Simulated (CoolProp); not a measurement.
Toluene along the isobar 3070 kPa: fugacity coefficient from the reference equation and from simpler models built on Tc = 591.7 K, pc = 4126 kPa, ω = 0.266; each cubic takes its own stable root.

Computed with CoolProp (reference Helmholtz-energy equation of state, Lemmon 2006). It is a short technical equation, of lower accuracy than the large ones.

```json
[
 {"T (K)": "283.4", "phase": "liquid", "reference": "0.0006302"},
 {"T (K)": "305.8", "phase": "liquid", "reference": "0.002057"},
 {"T (K)": "328.3", "phase": "liquid", "reference": "0.005560"},
 {"T (K)": "350.7", "phase": "liquid", "reference": "0.01283"},
 {"T (K)": "373.2", "phase": "liquid", "reference": "0.02625"},
 {"T (K)": "395.6", "phase": "liquid", "reference": "0.04836"},
 {"T (K)": "418", "phase": "liquid", "reference": "0.08197"},
 {"T (K)": "440.5", "phase": "liquid", "reference": "0.1298"},
 {"T (K)": "462.9", "phase": "liquid", "reference": "0.1932"},
 {"T (K)": "485.4", "phase": "liquid", "reference": "0.2737"},
 {"T (K)": "507.8", "phase": "liquid", "reference": "0.3703"},
 {"T (K)": "530.2", "phase": "liquid", "reference": "0.4819"},
 {"T (K)": "552.7", "phase": "liquid", "reference": "0.6056"},
 {"T (K)": "575.1", "phase": "gas", "reference": "0.7080"},
 {"T (K)": "597.6", "phase": "gas", "reference": "0.7463"},
 {"T (K)": "620", "phase": "gas", "reference": "0.7770"}
]
```

### Question
How far does each simpler model (van der Waals, Soave-Redlich-Kwong) lie from the reference over these 16 states: mean and median of the absolute difference, and the worst?

### Answer
- van der Waals: mean 727.3 %, median 140.2 %, worst +5241.2 % at 283.4 K and 3070 kPa
- Soave-Redlich-Kwong: mean 2.6 %, median 2.3 %, worst +4.6 % at 530.2 K and 3070 kPa

At some of these states van der Waals gives the other phase, because its saturation line lies elsewhere.
